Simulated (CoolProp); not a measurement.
CH3F (R41) at 293.15 K and 7.22 MPa is throttled through a valve to 0.17 MPa with no heat exchange. Each further row changes one setting.

Computed with CoolProp (reference Helmholtz-energy equation of state, Lemmon 2006). It is a short technical equation, of lower accuracy than the large ones.

```
case                       temperature change (K)  final phase  final density (kg/m³)
-------------------------  ----------------------  -----------  ---------------------
as stated                                     ___          ___                   8.34
outlet pressure 0.051 MPa                     ___          ___                   2.37
outlet pressure 0.221 MPa                     ___          ___                   11.1
```

Question: Complete the blanks.

Answer: 
- as stated, temperature change (K): -88.4
- as stated, final phase: two-phase, vapour fraction 0.430
- outlet pressure 0.051 MPa, temperature change (K): -110.0
- outlet pressure 0.051 MPa, final phase: two-phase, vapour fraction 0.494
- outlet pressure 0.221 MPa, temperature change (K): -83.0
- outlet pressure 0.221 MPa, final phase: two-phase, vapour fraction 0.413
